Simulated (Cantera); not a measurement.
Cantera run:

```python
import numpy as np
import cantera as ct

gas_names = [...]  # 151 gases of nasa_gas.yaml made of C, H, N, O, Si
cond_names = """
    C(gr) C6H6(L) C7H8(L) C8H18(L),n-octa H2O(s) H2O(L) Si(cr) Si(L) SiC(b) SiO2(Lqz) SiO2(hqz) SiO2(L)
    Si2N2O(s) Si3N4(a)
""".split()


# ... load() reads the species with a 1 bar reference pressure and builds the phases ...
atoms = {
    'SiC': {'Si': 1, 'C': 1},
    'N2O': {'N': 2, 'O': 1},
    'H2': {'H': 2},
}
top_T = {'C(gr)': 4500, 'SiC(b)': 3050, 'Si2N2O(s)': 2100, 'Si3N4(a)': 2400}  # K; cautious upper limits of use, not melting points


# ... equilibrate(T, P, feed) seeds the gas with the atoms and calls Mixture.equilibrate('TP', solver="vcs", rtol=1e-11, max_steps=5000) ...
results = []
feed = {'SiC': 1, 'N2O': 1.9, 'H2': 1.5}  # mol
P = 300  # Pa
for T in [1248, 1348, 1448, 1548, 1648, 1748, 1848, 1948, 2048, 2148]:
    mix = equilibrate(T, P, feed)
    results.append((T, P, feed, dict(zip(mix.species_names, mix.species_moles))))

top = {s: max(r[3][s] / sum(r[3][g] for g in gas_names) for r in results) for s in gas_names}
cols = sorted((s for s in top if top[s] > 0.001), key=lambda s: -top[s])[:8]
seen = [c for c in cond_names if any(r[3].get(c, 0) > 1e-12 for r in results)]
print("log10 of partial pressures in bar; condensed amounts in mol")
print(f"{'T/K':>10s}" + "".join(f"{s[:9]:>10s}" for s in cols + seen))
for T, P, feed, n in results:
    ng = sum(n[g] for g in gas_names)
    print(f"{T:10.4g}" + "".join(f"{np.log10(max(n[s] / ng * P / 1e5, 1e-99)):10.3f}" for s in cols)
          + "".join(f"{n.get(c, 0):10.4g}" for c in seen))
```

It prints:

```
log10 of partial pressures in bar; condensed amounts in mol
       T/K        N2        H2        CO       SiO         H        Si    SiC(b) SiO2(hqz) Si2N2O(s)
      1248    -2.943    -2.952    -3.129    -8.214    -7.807   -16.151         0    0.2666    0.3667
      1348    -2.943    -2.953    -3.129    -6.646    -7.112   -13.763         0    0.2665    0.3666
      1448    -2.943    -2.954    -3.130    -5.299    -6.512   -11.708         0    0.2643    0.3644
      1548    -2.948    -2.967    -3.143    -4.129    -5.995    -9.920         0    0.2321    0.3323
      1648    -2.975    -3.055    -3.231    -3.328    -5.578    -8.106         0         0       0.1
      1748    -2.969    -3.073    -3.270    -3.270    -5.178    -6.401   0.04933         0         0
      1848    -2.970    -3.077    -3.270    -3.272    -4.814    -5.630   0.04716         0         0
      1948    -2.973    -3.084    -3.269    -3.278    -4.489    -4.943    0.0376         0         0
      2048    -2.981    -3.100    -3.262    -3.302    -4.200    -4.337         0         0         0
      2148    -2.985    -3.119    -3.264    -3.308    -3.940    -4.289         0         0         0
```

Method: chemical equilibrium by Gibbs-energy minimisation in Cantera with the NASA 1993 tables (ideal gas, pure condensed phases). Mutual solubility and eutectic melting of coexisting phases are not modelled. The tables' values for SiN are old estimates; treat these amounts as uncertain. The tables hold silica as quartz up to 1696 K and as liquid above; real silica turns to tridymite and cristobalite and melts near 1996 K. Gases not in the tables: Si2H6 and higher silanes.
